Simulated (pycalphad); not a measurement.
CALPHAD calculation (pycalphad, COST 507 light-alloy database (1999)), 1 atm. The database dates from 1999; later assessments differ in places, in temperatures and in the compounds included. Diffusion is slow at the low end, where real alloys seldom reach equilibrium.

Molar enthalpy of Ti-0.3C (at.%) in equilibrium (SER reference):

| T (°C) | H (kJ/mol) | phases |
|---|---|---|
| 2577 | 111.59 | liquid |
| 2427 | 104.65 | liquid |
| 2277 | 97.72 | liquid |
| 2127 | 90.78 | liquid |
| 1977 | 83.85 | liquid |
| 1827 | 76.91 | liquid |
| 1727 | 72.29 | liquid |
| 1677 | 69.98 | liquid |
| 1627 | 53.73 | bcc |
| 1577 | 51.89 | bcc |
| 1527 | 50.09 | bcc |
| 1377 | 44.90 | bcc |
| 1227 | 39.99 | bcc |
| 1077 | 35.32 | bcc |
| 927 | 30.82 | bcc |
| 777 | 21.70 | hcp |
| 627 | 16.82 | hcp |
| 477 | 12.10 | hcp + fcc |
| 327 | 7.57 | hcp + fcc |

Cooling from 1677 °C to 1627 °C, across the freezing range, releases 16.3 kJ/mol, or 340 J/g. The slope is 46 J/(mol K) in the liquid and 37 J/(mol K) just below the solidus, where it includes any heat of precipitation. Liquidus 1667 °C, solidus 1667 °C. Changes were sought between steps of 50 K, so a narrower field can be missed.

The fcc model also describes the rock-salt carbide or nitride (TiC, TiN, HfC).
